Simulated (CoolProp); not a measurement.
A closed Brayton cycle with carbon dioxide: compressor inlet 332.15 K and 9.3 MPa, high pressure 27.1 MPa, turbine inlet 860 K, compressor efficiency 0.85, turbine efficiency 0.85, recuperator effectiveness 0.95 (on enthalpy, no pinch check). Each further row changes one setting.

The numbers come from the reference Helmholtz-energy equation of state, Span 1996 in CoolProp.

```csv
case,thermal efficiency (%),net work (kJ/kg),compressor to turbine work,compressor exit (K),turbine exit (K)
as stated,34.2,81.1,0.41,420.8,735.6
turbine inlet 810 K,32.0,71.9,0.44,420.8,689.8
compressor inlet 342.15 K,32.7,74.1,0.46,438.1,735.6
high pressure 23 MPa,33.9,72.0,0.39,406.9,754.1
recuperator effectiveness 0.5,20.2,81.1,0.41,420.8,735.6
```
